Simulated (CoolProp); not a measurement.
Tetrahydrofuran at 425.04 K and 0.226 MPa is compressed adiabatically to 1.02 MPa with isentropic efficiency 0.8. Each further row changes one setting.

Model: reference Helmholtz-energy equation of state, Fiedler 2023, in CoolProp.

```csv
case,work (kJ/kg),final temperature (K),final density (kg/m³)
as stated,91.8,486.9,20.2
efficiency 1,73.4,477.1,20.8
efficiency 0.65,113,498.0,19.6
```
